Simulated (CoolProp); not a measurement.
The numbers come from the reference Helmholtz-energy equation of state, Beckmüller 2019 in CoolProp.

### Question
Give the vapour pressure (bar), liquid density (kg/m³), vapour Z, vapour viscosity (µPa s) of saturated n-octane at 405.8, 455.3 K.

### Answer
```csv
T (K),p (bar),liquid density (kg/m³),vapour Z,vapour viscosity (µPa s)
405.8,1.23,604,0.936,7.66
455.3,3.89,552,0.857,8.66
```

Viscosity comes from a separate model (Huber 2004).
